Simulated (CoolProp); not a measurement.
A single-stage vapour-compression cycle with the fluid: evaporating at 232.15 K (dew point), condensing at 268.15 K (bubble point), superheat 0 K, subcooling 5 K, compressor efficiency 0.9, no pressure losses. The same conditions are run with several fluids, on thermodynamics alone (safety and materials aside).

Model: reference Helmholtz-energy equation of state of each fluid (R22: Kamei 1995; ethane: Bücker 2006; propane: Lemmon 2009; C3F8 (R218): Lemmon 2006; hydrogen chloride: Thol 2018; n-perfluorobutane: Gao 2022), in CoolProp.

```json
[
 {"fluid": "R22", "cooling COP": "5.20", "pressure ratio": "4.20", "discharge temperature (K)": "300.2", "refrigerating effect (kJ/kg)": "199", "volumetric capacity (kJ/m³)": "929"},
 {"fluid": "ethane", "cooling COP": "4.74", "pressure ratio": "2.81", "discharge temperature (K)": "289.5", "refrigerating effect (kJ/kg)": "321", "volumetric capacity (kJ/m³)": "4360"},
 {"fluid": "propane", "cooling COP": "5.23", "pressure ratio": "3.82", "discharge temperature (K)": "283.0", "refrigerating effect (kJ/kg)": "(withheld)", "volumetric capacity (kJ/m³)": "890"},
 {"fluid": "C3F8 (R218)", "cooling COP": "4.83", "pressure ratio": "(withheld)", "discharge temperature (K)": "268.2", "refrigerating effect (kJ/kg)": "(withheld)", "volumetric capacity (kJ/m³)": "644"},
 {"fluid": "hydrogen chloride", "cooling COP": "4.83", "pressure ratio": "3.07", "discharge temperature (K)": "324.5", "refrigerating effect (kJ/kg)": "332", "volumetric capacity (kJ/m³)": "5210"},
 {"fluid": "n-perfluorobutane", "cooling COP": "4.84", "pressure ratio": "(withheld)", "discharge temperature (K)": "268.1", "refrigerating effect (kJ/kg)": "76.5", "volumetric capacity (kJ/m³)": "145"}
]
```

Task: Complete the blanks.

Result: 
- propane, refrigerating effect (kJ/kg): 352
- C3F8 (R218), pressure ratio: 4.21
- C3F8 (R218), refrigerating effect (kJ/kg): 75.5
- n-perfluorobutane, pressure ratio: 5.92

The compression ends wet for: C3F8 (R218); n-perfluorobutane.
